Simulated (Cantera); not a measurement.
Input: 1 mol Cu2O, 3.9 mol CH4, 0.011 mol CO, held at 0.830 bar.

These are equilibrium values from Cantera (NASA tables, ideal gas, pure condensed phases), not measurements of a reactor. Candidate condensed phases: C, C6H6, C7H8, C8H18, Cu, CuO, Cu(OH)2, Cu2O, H2O; 113 gas species. The numbers say what is thermodynamically allowed, not how fast it happens.

x: gas mole fraction; n: condensed amount in mol.

```csv
T (°C),x H2,x Cu,x CO,x H,x C2H2 (acetylene),n C(graphite),n Cu(l)
1552,0.883,0.000867,0.115,0.000454,0.000190,2.89,1.99
1627,0.882,(withheld),0.115,(withheld),(withheld),2.89,1.98
1702,0.879,0.00410,0.114,0.00141,0.000571,2.89,1.96
1777,0.875,0.00816,0.114,0.00233,0.000929,2.88,1.93
1852,0.866,0.0154,0.113,0.00371,0.00145,2.87,1.86
1927,0.853,0.0279,0.111,0.00571,0.00218,2.86,1.74
2002,0.831,0.0486,0.109,0.00849,0.00316,2.84,1.54
2077,0.796,0.0813,0.105,0.0122,0.00439,2.81,1.20
2152,0.745,0.132,0.0985,0.0170,0.00582,2.78,0.611
2227,0.696,0.179,0.0927,(withheld),(withheld),2.73,0
2302,0.685,0.179,0.0922,0.0315,0.0101,2.67,0
```

Some entries are withheld; supply them.


- 1627, x Cu: 0.00195
- 1627, x H: 0.000818
- 1627, x C2H2 (acetylene): 0.000337
- 2227, x H: 0.0230
- 2227, x C2H2 (acetylene): 0.00753
